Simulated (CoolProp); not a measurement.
Vapour-liquid equilibrium of propane (1) + R134a (2) at 312.7 K; x and y are mole fractions of (1).

Values from CoolProp's multi-fluid Helmholtz-energy mixture model, Lemmon 2009 and Tillner-Roth 1994; pair parameters Bell 2016.

```csv
x,bubble pressure (MPa),y at the bubble point,dew pressure at overall composition x (MPa),liquid density (mol/L)
0.05,1.161,0.147,1.054,11.11
0.2,…,0.370,1.226,10.70
0.35,1.612,…,1.435,10.37
0.5,1.680,0.555,1.637,10.16
0.65,1.692,0.631,1.687,…
0.8,1.637,0.730,1.571,10.25
0.95,1.460,0.903,1.409,10.51
```

**Question.** Some entries are withheld; supply them.

**Answer.** 
- 0.2, bubble pressure (MPa): 1.464
- 0.35, y at the bubble point: 0.478
- 0.65, liquid density (mol/L): 10.12

y crosses x between x = 0.5 and 0.65: the model has an azeotrope there.

The pair parameters rest on a limited set of measurements; away from them the model extrapolates.
